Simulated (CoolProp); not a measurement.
Vapour-liquid equilibrium of CH2F2 (R32) (1) + R125 (2) at 17.5 kPa; x and y are mole fractions of (1).

Computed with CoolProp (multi-fluid Helmholtz-energy mixture model, Tillner-Roth 1997 and Lemmon 2005; pair parameters Lemmon 2004).

```csv
x,"bubble temperature, mixture model (°C)","bubble temperature, Raoult's law (°C)","y, mixture model","y, Raoult's law"
0.05,-78.4,-78.4,0.063,0.060
0.2,-79.0,-78.8,0.245,0.232
0.35,-79.6,-79.2,0.411,0.394
0.5,…,-79.6,0.559,0.547
0.65,…,-80.0,0.691,0.691
0.8,-80.9,-80.4,…,0.828
0.95,-80.9,-80.8,0.949,0.958
```

Task: Fill in the missing entries.

Result: 
- 0.5, bubble temperature, mixture model (°C): -80.2
- 0.65, bubble temperature, mixture model (°C): -80.6
- 0.8, y, mixture model: 0.816

The largest gap from Raoult's law is -0.6 K in bubble temperature, at x = 0.65. y crosses x between x = 0.8 and 0.95: the model has an azeotrope there.

The pair parameters rest on a limited set of measurements; away from them the model extrapolates.
